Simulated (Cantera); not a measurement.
**Silicon epitaxy and polysilicon growth: SiHCl₃ + HCl + H₂**

A closed system holds: 1 mol SiHCl₃, 0.025 mol HCl, 8.9 mol H₂, held at 1.00 Torr.

Equilibrium computed with Cantera from the NASA thermochemical tables; the gas is ideal and each condensed phase is pure. Candidate condensed phases: Si; 19 gas species. The tables' values for SiCl₃, SiCl are old estimates; treat these amounts as uncertain. Rates play no part.

```json
[
 {"T (°C)": "625", "log p H₂": "-2.92", "log p HCl": "-4.57", "log p SiCl₂": "-6.08", "log p SiCl₄": "-4.08", "n Si(s)": "0.270"},
 {"T (°C)": "675", "log p H₂": "-2.92", "log p HCl": "-4.36", "log p SiCl₂": "-5.61", "log p SiCl₄": "-4.11", "n Si(s)": "0.295"},
 {"T (°C)": "725", "log p H₂": "-2.93", "log p HCl": "-4.18", "log p SiCl₂": "-5.20", "log p SiCl₄": "-4.16", "n Si(s)": "0.322"},
 {"T (°C)": "775", "log p H₂": "-2.94", "log p HCl": "-4.03", "log p SiCl₂": "-4.85", "log p SiCl₄": "-4.25", "n Si(s)": "0.344"},
 {"T (°C)": "825", "log p H₂": "-2.95", "log p HCl": "-3.91", "log p SiCl₂": "-4.57", "log p SiCl₄": "-4.39", "n Si(s)": "0.350"},
 {"T (°C)": "875", "log p H₂": "-2.96", "log p HCl": "-3.83", "log p SiCl₂": "-4.35", "log p SiCl₄": "-4.61", "n Si(s)": "0.337"},
 {"T (°C)": "925", "log p H₂": "-2.97", "log p HCl": "-3.77", "log p SiCl₂": "-4.21", "log p SiCl₄": "-4.92", "n Si(s)": "0.311"},
 {"T (°C)": "975", "log p H₂": "-2.97", "log p HCl": "-3.75", "log p SiCl₂": "-4.13", "log p SiCl₄": "-5.30", "n Si(s)": "0.286"},
 {"T (°C)": "1025", "log p H₂": "-2.97", "log p HCl": "-3.74", "log p SiCl₂": "-4.08", "log p SiCl₄": "-5.71", "n Si(s)": "0.266"},
 {"T (°C)": "1075", "log p H₂": "-2.97", "log p HCl": "-3.74", "log p SiCl₂": "-4.06", "log p SiCl₄": "-6.13", "n Si(s)": "0.251"},
 {"T (°C)": "1125", "log p H₂": "-2.97", "log p HCl": "-3.74", "log p SiCl₂": "-4.05", "log p SiCl₄": "-6.52", "n Si(s)": "0.238"},
 {"T (°C)": "1175", "log p H₂": "-2.97", "log p HCl": "-3.75", "log p SiCl₂": "-4.03", "log p SiCl₄": "-6.90", "n Si(s)": "0.227"},
 {"T (°C)": "1225", "log p H₂": "-2.97", "log p HCl": "-3.75", "log p SiCl₂": "-4.03", "log p SiCl₄": "-7.25", "n Si(s)": "0.216"}
]
```
log p: log10 of the partial pressure in bar; n: condensed amount in mol.

From 625 °C to 1225 °C the condensed part is Si(s). The main Si-bearing gas is SiCl₄ at 625 °C and SiCl₂ at 1225 °C. The share of Si in condensed phases is highest at 825 °C (35.0 %) and lowest at 1225 °C (21.6 %).
